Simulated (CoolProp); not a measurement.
Propylene at several states: Z from the reference equation and from simpler models built on Tc = 364.2 K, pc = 4.555 MPa, ω = 0.146; each cubic takes its own stable root.

The numbers come from the reference Helmholtz-energy equation of state, Lemmon 2013 in CoolProp.

| T (K) | p (MPa) | phase | reference |
|---|---|---|---|
| 250.2 | 2.53 | liquid | 0.08797 |
| 270.1 | 13.9 | liquid | 0.4542 |
| 432.5 | 0.0772 | gas | 0.9966 |
| 465.6 | 18.3 | supercritical | 0.6665 |

**Question.** How far does each simpler model (van der Waals, Redlich-Kwong, Soave-Redlich-Kwong) lie from the reference over these 4 states: mean and median of the absolute difference, and the worst?

**Answer.** 
- van der Waals: mean 29.2 %, median 29.9 %, worst +56.9 % at 250.2 K and 2.53 MPa
- Redlich-Kwong: mean 4.6 %, median 5.1 %, worst +8.4 % at 250.2 K and 2.53 MPa
- Soave-Redlich-Kwong: mean 5.4 %, median 6.1 %, worst +9.6 % at 465.6 K and 18.3 MPa
